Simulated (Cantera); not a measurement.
Input: 1 mol Si₂H₆, 2.7 mol HCl, 5.1 mol H₂, at 1798 K and 1100 Pa.

These are equilibrium values from Cantera (NASA tables, ideal gas, pure condensed phases), not measurements of a reactor. Candidate condensed phases: Si; 19 gas species. The feed counts by its element totals alone. The tables' values for SiCl₃, SiCl are old estimates; treat these amounts as uncertain. Gases not in the tables: Si₂H₆ and higher silanes. Kinetics and transport are ignored.

Base state: H₂ 0.809, HCl 0.126, SiCl₂ 0.0608, H 0.00302, SiCl₃ 0.000454, SiCl 0.000361, Cl 0.000360, Si 0.000280 (mole fractions); condensed: Si(l).

Task: What changes in the equilibrium state with this change: temperature from 1798 K to 1423.15 K?

Result: 
```tsv
species	before	after
H₂	0.809	0.816
HCl	0.126	0.123
SiCl₂	0.0608	0.0563
H	0.00302	5.73e-5
Si	0.000280	1.39e-7
SiH	3.03e-5	5.92e-8
SiCl₄	5.50e-6	0.000807
SiCl	0.000361	2.91e-6
SiH₂	2.39e-5	4.30e-7
Si(l), mol	1.33	0
Si(s), mol	0	1.34
```
The tables' values for SiCl₃ are old estimates; treat these amounts as uncertain.

Task: What changes in the equilibrium state with this change: H₂ from 5.1 to 190 mol?

Result: 
```json
[
 {"species": "H₂", "before": "0.809", "after": "0.983"},
 {"species": "HCl", "before": "0.126", "after": "0.0127"},
 {"species": "H", "before": "0.00302", "after": "0.00333"},
 {"species": "SiCl₂", "before": "0.0608", "after": "0.000508"},
 {"species": "SiCl₃", "before": "0.000454", "after": "3.47e-7"},
 {"species": "Cl", "before": "0.000360", "after": "3.29e-5"},
 {"species": "SiCl", "before": "0.000361", "after": "3.30e-5"},
 {"species": "SiH₂", "before": "2.39e-5", "after": "2.90e-5"},
 {"species": "SiH", "before": "3.03e-5", "after": "3.35e-5"},
 {"species": "Si(l), mol", "before": "1.33", "after": "1.83"}
]
```
The tables' values for SiCl are old estimates; treat these amounts as uncertain.
